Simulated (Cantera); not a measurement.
# Si2H6 + CO2 + H2 (silicon oxide and oxynitride deposition)

A closed system holds: 1 mol Si2H6, 1.9 mol CO2, 0.18 mol H2, at 600 K.

Equilibrium computed with Cantera from the NASA thermochemical tables; the gas is ideal and each condensed phase is pure. Candidate condensed phases: C, C6H6, C7H8, C8H18, H2O, Si, SiC, SiO2; 123 gas species. The feed counts by its element totals alone. Kinetics and transport are ignored.

From 5.00 Pa to 100000 Pa the condensed part is C(graphite) + SiC(s) + SiO2(α-quartz).

```tsv
P (Pa)	x H2	x CH4	x C2H6	n C(graphite)	n SiC(s)	n SiO2(α-quartz)
5	0.995	0.00467	1.29e-11	1.79	0.100	1.90
21	0.981	0.0191	2.17e-10	1.74	0.100	1.90
85	0.931	0.0694	3.04e-9	1.59	0.100	1.90
350	0.793	0.207	3.19e-8	1.25	0.100	1.90
1400	0.570	0.430	1.90e-7	0.844	0.100	1.90
5900	0.343	0.657	7.37e-7	0.540	0.100	1.90
24000	0.189	0.811	2.04e-6	0.376	0.100	1.90
100000	0.0978	0.902	4.89e-6	0.292	0.100	1.90
```
x: gas mole fraction; n: condensed amount in mol.
